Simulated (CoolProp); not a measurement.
The fluid at 360.61 K and 4.36 MPa flows at 17 m/s in a round tube of 10 mm bore and 45 µm roughness, fully developed (64/Re and Nu = 3.66 if laminar; Colebrook and Gnielinski if turbulent). The same conditions are run with several fluids, on thermodynamics alone (safety and materials aside).

Model: reference Helmholtz-energy equation of state of each fluid (R236FA: Pan 2012; R142b: Lemmon 2006; m-xylene: Zhou 2012; R141b: Lemmon 2006; isobutane: Bücker 2006), in CoolProp.

**Question.** Rank R236FA, R142b, m-xylene, R141b, isobutane by Reynolds number, highest first.

**Answer.** R236FA (1330000), R142b (1260000), isobutane (917000), R141b (835000), m-xylene (412000)

```
fluid      Darcy friction factor  pressure drop (Pa/m)  heat-transfer coefficient (W/(m² K))  mass flow (kg/h)
---------  ---------------------  --------------------  ------------------------------------  ----------------
R236FA                    0.0295                488000                                 50200              5510
R142b                     0.0295                405000                                 48700              4570
m-xylene                  0.0297                347000                                 36900              3890
R141b                     0.0295                477000                                 42100              5370
isobutane                 0.0295                202000                                 42800              2270
```

Transport values come from each fluid's own correlations; those of R236FA, R142b, R141b are estimates that may be off by 10 % or more.
